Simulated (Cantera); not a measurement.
An isothermal, constant-pressure homogeneous reactor starts with CH₄ : H₂O = 1 : 1.8 (molar parts), at 1448 K and 0.345 atm. Integrator tolerance rtol = 1e-08.

Cantera simulation using GRI-Mech 3.0 (53 species, 325 reactions); the numbers are that mechanism's predictions, not measurements.

Question: What does this change do: CH4 1 to 6 parts?

Answer: 
```
quantity                                              before                                   after
-----------------  -----------------------------------------  --------------------------------------
x(CH₄) at 60.0 s      0.0427 (gas-phase equilibrium 3.45e-7)   0.0974 (gas-phase equilibrium 0.0902)
x(H₂O) at 60.0 s         0.274 (gas-phase equilibrium 0.148)  0.0546 (gas-phase equilibrium 4.47e-7)
x(CO) at 60.0 s          0.109 (gas-phase equilibrium 0.190)    0.0747 (gas-phase equilibrium 0.127)
x(O) at 60.0 s     1.52e-12 (gas-phase equilibrium 1.20e-12)   <1e-12 (gas-phase equilibrium <1e-12)
x(C₂H₄) at 60.0 s     0.00257 (gas-phase equilibrium <1e-12)   0.0133 (gas-phase equilibrium 0.0106)
```
GRI-Mech 3.0 stops at C3 and has no aromatics, soot or wall deposition, so with more carbon than oxygen in the feed, carbon stays in small species such as C2H2 where larger ones or solid carbon would form.

Question: What does this change do: H2O 1.8 to 1.2 parts?

Answer: 
```json
[
 {"quantity": "x(CH₄) at 60.0 s", "before": "0.0427 (gas-phase equilibrium 3.45e-7)", "after": "0.0560 (gas-phase equilibrium 2.09e-6)"},
 {"quantity": "x(H₂O) at 60.0 s", "before": "0.274 (gas-phase equilibrium 0.148)", "after": "0.199 (gas-phase equilibrium 0.0419)"},
 {"quantity": "x(CO) at 60.0 s", "before": "0.109 (gas-phase equilibrium 0.190)", "after": "0.115 (gas-phase equilibrium 0.232)"},
 {"quantity": "x(O) at 60.0 s", "before": "1.52e-12 (gas-phase equilibrium 1.20e-12)", "after": "<1e-12 (gas-phase equilibrium <1e-12)"},
 {"quantity": "x(C₂H₄) at 60.0 s", "before": "0.00257 (gas-phase equilibrium <1e-12)", "after": "0.00444 (gas-phase equilibrium 5.09e-12)"}
]
```
